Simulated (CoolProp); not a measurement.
Vapour-liquid equilibrium of isobutane (1) + n-butane (2) at 251.9 K; x and y are mole fractions of (1).

The numbers come from the multi-fluid Helmholtz-energy mixture model, Bücker 2006 and Bücker 2006; pair parameters Kunz 2012 in CoolProp.

```json
[
 {"x": "0.05", "bubble pressure, mixture model (bar)": "0.4406", "bubble pressure, Raoult's law (bar)": "0.4403", "y, mixture model": "0.078", "y, Raoult's law": "0.078"},
 {"x": "0.2", "bubble pressure, mixture model (bar)": "0.4801", "bubble pressure, Raoult's law (bar)": "0.4793", "y, mixture model": "0.285", "y, Raoult's law": "0.287"},
 {"x": "0.35", "bubble pressure, mixture model (bar)": "0.5191", "bubble pressure, Raoult's law (bar)": "0.5183", "y, mixture model": "0.461", "y, Raoult's law": "0.464"},
 {"x": "0.5", "bubble pressure, mixture model (bar)": "0.5579", "bubble pressure, Raoult's law (bar)": "0.5573", "y, mixture model": "0.613", "y, Raoult's law": "0.617"},
 {"x": "0.65", "bubble pressure, mixture model (bar)": "0.5967", "bubble pressure, Raoult's law (bar)": "0.5963", "y, mixture model": "0.746", "y, Raoult's law": "0.749"},
 {"x": "0.8", "bubble pressure, mixture model (bar)": "0.6355", "bubble pressure, Raoult's law (bar)": "0.6354", "y, mixture model": "0.863", "y, Raoult's law": "0.866"},
 {"x": "0.95", "bubble pressure, mixture model (bar)": "0.6744", "bubble pressure, Raoult's law (bar)": "0.6744", "y, mixture model": "0.968", "y, Raoult's law": "0.968"}
]
```

The largest gap from Raoult's law is +0.2 % in bubble pressure, at x = 0.2. No azeotrope shows between x = 0.05 and 0.95.

Pair parameters are fitted to limited data, so mixtures are less certain than the pure fluids.
